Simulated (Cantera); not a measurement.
Feed: 1 mol Cr, 38 mol N₂, 54 mol H₂, at 0.100 bar.

Cantera equilibrium calculation (NASA polynomials, part measured and part estimated; ideal gas, pure solids and liquids). Candidate condensed phases: Cr, CrN, Cr₂N; 11 gas species. Rates play no part.

Question: Which condensed phases are stable at each of these points (T (K)): 775, 850, 925, 1000, 1075, 1150, 1225, 1300, 1375, 1450, 1525, 1600, 1675, 1750?

Answer: 
```json
[
 {"T (K)": "775", "condensed phases": "CrN(s)", "Cr condensed (%)": "100.0"},
 {"T (K)": "850", "condensed phases": "CrN(s)", "Cr condensed (%)": "100.0"},
 {"T (K)": "925", "condensed phases": "CrN(s)", "Cr condensed (%)": "100.0"},
 {"T (K)": "1000", "condensed phases": "CrN(s)", "Cr condensed (%)": "100.0"},
 {"T (K)": "1075", "condensed phases": "CrN(s)", "Cr condensed (%)": "100.0"},
 {"T (K)": "1150", "condensed phases": "CrN(s)", "Cr condensed (%)": "100.0"},
 {"T (K)": "1225", "condensed phases": "Cr₂N(s)", "Cr condensed (%)": "100.0"},
 {"T (K)": "1300", "condensed phases": "Cr₂N(s)", "Cr condensed (%)": "100.0"},
 {"T (K)": "1375", "condensed phases": "Cr₂N(s)", "Cr condensed (%)": "100.0"},
 {"T (K)": "1450", "condensed phases": "Cr₂N(s)", "Cr condensed (%)": "100.0"},
 {"T (K)": "1525", "condensed phases": "Cr(s)", "Cr condensed (%)": "99.9"},
 {"T (K)": "1600", "condensed phases": "Cr(s)", "Cr condensed (%)": "99.6"},
 {"T (K)": "1675", "condensed phases": "Cr(s)", "Cr condensed (%)": "98.7"},
 {"T (K)": "1750", "condensed phases": "Cr(s)", "Cr condensed (%)": "95.9"}
]
```

From 775 K to 1150 K the condensed part is CrN(s). From 1225 K to 1450 K the condensed part is Cr₂N(s). From 1525 K to 1750 K the condensed part is Cr(s).
